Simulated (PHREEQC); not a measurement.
Consider water at 44 °C with 0.017 mol/kgw HF, 6.7e-05 mol/kgw NaF, 0.00019 mol/kgw H4SiO4 and 0.0083 mol/kgw H3PO4. Closed to the air; pH follows from the charge balance.

The numbers come from PHREEQC with the ion-association model, phreeqc.dat.

Precipitation was switched off in this run.

### Question
Predict the pH, ionic strength.

### Answer
pH 2.25; ionic strength 0.00628 mol/kgw.

### Question
In which forms is F present?

### Answer
HF 85 %, F- 7.8 %, SiF6-2 6.7 %, HF2- 1.0 % of the F.

Complexes and solids missing from the database can't appear. At this temperature some constants are extrapolated from 25 °C, and those without enthalpy data are left unchanged. SiF6-2 is the database's only silicon fluoride.
